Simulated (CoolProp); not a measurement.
R407C along the isobar 4.97 bar: density (kg/m³) from the reference equation and from simpler models built on Tc = 86.2 °C, pc = 46.32 bar, ω = 0.363; each cubic takes its own stable root.

The numbers come from the reference Helmholtz-energy equation of state, Lemmon 2003 in CoolProp. It is a pseudo-pure fit of the blend.

```tsv
T (°C)	phase	reference
62.15	gas	16.22
74.85	gas	15.52
87.45	gas	14.88
100.15	gas	14.30
112.85	gas	13.78
125.45	gas	13.29
138.15	gas	12.84
150.85	gas	12.42
163.45	gas	12.03
176.15	gas	11.67
188.85	gas	11.33
201.55	gas	11.01
214.15	gas	10.71
226.85	gas	10.42
```

**Question.** How far does each simpler model (ideal gas, van der Waals, Soave-Redlich-Kwong, Peng-Robinson) lie from the reference over these 14 states: mean and median of the absolute difference, and the worst?

**Answer.** 
- ideal gas: mean 2.6 %, median 2.3 %, worst -5.2 % at 62.15 °C and 4.97 bar
- van der Waals: mean 0.4 %, median 0.2 %, worst -1.4 % at 62.15 °C and 4.97 bar
- Soave-Redlich-Kwong: mean 0.3 %, median 0.2 %, worst -0.5 % at 62.15 °C and 4.97 bar
- Peng-Robinson: mean 0.1 %, median 0.1 %, worst +0.1 % at 112.85 °C and 4.97 bar
